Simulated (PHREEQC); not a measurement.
Solution (25 °C): 0.0092 mol HF, 0.0034 mol NH4F and 0.052 mol H2SO4 per kg of water. Closed to the air; pH follows from the charge balance.

All values are PHREEQC results (ion-association model, phreeqc.dat), not measurements.

| quantity | before | after |
|---|---|---|
| pH | 1.28 | 1.30 |
| ionic strength (mol/kgw) | 0.0811 | 0.0819 |
| HSO4- (mol/kgw) | 0.0374 | 0.0367 |
| SO4-2 (mol/kgw) | 0.0144 | 0.0149 |
| NH4+ (mol/kgw) | 0.00317 | 0.00634 |
| NH4SO4- (mol/kgw) | 0.000226 | 0.000464 |

Q: Which change was made?
(A) diluted 2-fold with water
(B) NH4F replaced by (NH4)2CO3 at the same molality
(C) NH4F from 0.0034 to 0.00068 mol/kgw
(D) HF left out
(E) diluted 10-fold with water

A: B, NH4F replaced by (NH4)2CO3 at the same molality

This is a speciation only: nothing precipitates in the calculation.
